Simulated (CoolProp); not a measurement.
Properties of R113 along the isobar 19.3 MPa (Tc = 487.2 K, pc = 3.392 MPa, ω = 0.253).

Values from CoolProp's reference Helmholtz-energy equation of state, Marx 1992.

```csv
T (K),phase,density (kg/m³),Joule-Thomson coefficient (K/MPa),isothermal compressibility (1/MPa),expansivity (1/kK),fugacity coefficient
257.9,liquid,1692,-0.4646,0.0009709,1.213,0.0009606
279.9,liquid,1647,-0.4475,0.001147,1.234,0.002746
301.9,liquid,1602,-0.4270,0.001361,1.266,0.006510
323.9,liquid,1557,-0.4027,0.001619,1.308,0.01335
345.9,liquid,1512,-0.3743,0.001934,1.361,0.02439
367.9,liquid,1467,-0.3409,0.002321,1.427,0.04064
389.9,liquid,1420,-0.3013,0.002801,1.505,0.06278
412,liquid,1372,-0.2541,0.003403,1.596,0.09127
434,liquid,1324,-0.1980,0.004157,1.702,0.1257
456,liquid,1273,-0.1310,0.005108,1.822,0.1658
478,liquid,1221,-0.05135,0.006310,1.957,0.2107
500,supercritical,1168,0.04281,0.007822,2.104,0.2594
```
